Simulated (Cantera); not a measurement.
A closed system holds: 1 mol AlCl₃, 9 mol N₂O, 10 mol N₂, equilibrated at 1.00 Torr.

These are equilibrium values from Cantera (NASA tables, ideal gas, pure condensed phases), not measurements of a reactor. Candidate condensed phases: Al, AlCl₃, AlN, Al₂O₃; 24 gas species. Rates play no part.

### Question
At 1423 K, list the 7 most abundant gas species with their mole fractions, and the condensed phases.

### Answer
N₂ 0.745, O₂ 0.147, Cl 0.0962, Cl₂ 0.0108, NO 0.000669, ClO 3.67e-5, O 1.41e-5. Condensed: Al₂O₃(s).
